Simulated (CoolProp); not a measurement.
Properties of R1233zd(E) along the isobar 0.101 MPa.

The numbers come from the reference Helmholtz-energy equation of state, Akasaka 2022 in CoolProp.

```csv
T (K),phase,isothermal compressibility (1/MPa),fugacity coefficient
332.7,gas,10.17,0.9746
343.4,gas,10.14,0.9772
354,gas,10.12,0.9794
364.7,gas,10.10,0.9813
375.4,gas,10.08,0.9830
386,gas,10.06,0.9845
396.7,gas,10.05,0.9859
407.3,gas,10.03,0.9871
418,gas,10.02,0.9882
428.7,gas,10.01,0.9892
439.3,gas,10.00,0.9900
450,gas,9.994,0.9908
```
